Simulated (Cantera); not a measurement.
**Aluminium nitride and oxide growth: Al + H2O + H2**

Input: 1 mol Al, 42 mol H2O, 3.4 mol H2, equilibrated at 270 Pa.

These are equilibrium values from Cantera (NASA tables, ideal gas, pure condensed phases), not measurements of a reactor. Candidate condensed phases: Al, Al2O3, H2O; 19 gas species. Kinetics and transport are ignored.

From 775 K to 1825 K the condensed part is Al2O3(s).

```json
[
 {"T (K)": "775", "x H2O": "0.892", "x H2": "0.108", "x H": "6.27e-12", "x OH": "<1e-12", "x O2": "<1e-12", "x O": "<1e-12", "x AlO2H": "<1e-12", "n Al2O3(s)": "0.500"},
 {"T (K)": "925", "x H2O": "0.892", "x H2": "0.108", "x H": "1.65e-9", "x OH": "1.61e-11", "x O2": "<1e-12", "x O": "<1e-12", "x AlO2H": "<1e-12", "n Al2O3(s)": "0.500"},
 {"T (K)": "1075", "x H2O": "0.892", "x H2": "0.108", "x H": "9.28e-8", "x OH": "2.91e-9", "x O2": "<1e-12", "x O": "<1e-12", "x AlO2H": "<1e-12", "n Al2O3(s)": "0.500"},
 {"T (K)": "1225", "x H2O": "0.892", "x H2": "0.108", "x H": "1.97e-6", "x OH": "1.48e-7", "x O2": "1.13e-11", "x O": "2.72e-12", "x AlO2H": "<1e-12", "n Al2O3(s)": "0.500"},
 {"T (K)": "1375", "x H2O": "0.892", "x H2": "0.108", "x H": "2.17e-5", "x OH": "3.22e-6", "x O2": "2.37e-9", "x O": "5.96e-10", "x AlO2H": "9.54e-12", "n Al2O3(s)": "0.500"},
 {"T (K)": "1525", "x H2O": "0.892", "x H2": "0.108", "x H": "0.000150", "x OH": "3.84e-5", "x O2": "1.75e-7", "x O": "4.56e-8", "x AlO2H": "6.25e-10", "n Al2O3(s)": "0.500"},
 {"T (K)": "1675", "x H2O": "0.891", "x H2": "0.108", "x H": "0.000733", "x OH": "0.000294", "x O2": "6.03e-6", "x O": "1.61e-6", "x AlO2H": "1.91e-8", "n Al2O3(s)": "0.500"},
 {"T (K)": "1825", "x H2O": "0.888", "x H2": "0.107", "x H": "0.00278", "x OH": "0.00161", "x O2": "0.000116", "x O": "3.19e-5", "x AlO2H": "3.27e-7", "n Al2O3(s)": "0.500"}
]
```
x: gas mole fraction; n: condensed amount in mol.
